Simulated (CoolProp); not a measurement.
Dimethyl carbonate along the isotherm 532.5 K: fugacity coefficient from the reference equation and from simpler models built on Tc = 557.0 K, pc = 49.09 bar, ω = 0.346; each cubic takes its own stable root.

Computed with CoolProp (reference Helmholtz-energy equation of state, Zhou 2011).

```json
[
 {"p (bar)": "0.776", "phase": "gas", "reference": "0.9937"},
 {"p (bar)": "1.59", "phase": "gas", "reference": "0.9871"},
 {"p (bar)": "3.27", "phase": "gas", "reference": "0.9736"},
 {"p (bar)": "6.72", "phase": "gas", "reference": "0.9459"},
 {"p (bar)": "13.8", "phase": "gas", "reference": "0.8897"},
 {"p (bar)": "28.3", "phase": "gas", "reference": "0.7744"},
 {"p (bar)": "58.2", "phase": "liquid", "reference": "0.4611"},
 {"p (bar)": "120", "phase": "liquid", "reference": "0.2675"},
 {"p (bar)": "245", "phase": "liquid", "reference": "0.1833"}
]
```

Problem. How far does each simpler model (van der Waals, Redlich-Kwong, Soave-Redlich-Kwong, Peng-Robinson) lie from the reference over these 9 states: mean and median of the absolute difference, and the worst?

Solution. 
- van der Waals: mean 12.6 %, median 2.0 %, worst +54.0 % at 532.5 K and 245 bar
- Redlich-Kwong: mean 4.4 %, median 0.3 %, worst +17.5 % at 532.5 K and 245 bar
- Soave-Redlich-Kwong: mean 2.3 %, median 0.0 %, worst +10.9 % at 532.5 K and 245 bar
- Peng-Robinson: mean 0.6 %, median 0.3 %, worst -2.1 % at 532.5 K and 28.3 bar
